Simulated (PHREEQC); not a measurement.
0.012 g of hydrous ferric oxide (600 m²/g; 0.2 weak and 0.005 strong sites per Fe, Dzombak-Morel constants, diffuse double layer) in 1 kg of water with 0.05 mol/kgw of an inert sodium salt and 6.6e-05 mmol/kgw NaH2PO4, 0.0052 mmol/kgw NaF and 0.022 mmol/kgw Na2HAsO4, at 25 °C; the pH is set by adding NaOH or the inert anion's acid. O2 is buffered at 0.21 atm. No CO2 enters from the air. Precipitation was switched off in this run.

Equilibrium calculation in PHREEQC: ion-association model, wateq4f.dat.

Q: Predict P sorbed (%), As sorbed (%), surface charge σ (C/m²), surface potential ψ (mV) at pH = 7.38, 8.5, 10.

A: 
```tsv
pH	P sorbed (%)	As sorbed (%)	surface charge σ (C/m²)	surface potential ψ (mV)
7.38	19.5	54.2	-0.016	-30
8.5	3.4	21.8	-0.037	-59
10	0.1	5.8	-0.090	-100
```

H3PO4, which wateq4f.dat lacks, is added to it with the constant of phreeqc.dat.
